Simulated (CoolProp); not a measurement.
Vapour-liquid equilibrium of propylene (1) + R114 (2) at 966 kPa; x and y are mole fractions of (1).

The numbers come from the multi-fluid Helmholtz-energy mixture model, Lemmon 2013 and Platzer 1990; pair parameters Bell 2016 in CoolProp. This equation is an older, rougher fit; its heat capacities, sound speeds and derivatives of the liquid may be far off and weren't checked against measurements.

Give the bubble temperature and the first vapour's composition at x = 0.275, 0.575, 0.65. Is there an azeotrope?

x = 0.275: 323.8 K, y = 0.600; x = 0.575: 305.4 K, y = 0.835; x = 0.65: 302.4 K, y = 0.868. No azeotrope shows between x = 0.05 and 0.95.

Pair parameters are fitted to limited data, so mixtures are less certain than the pure fluids.
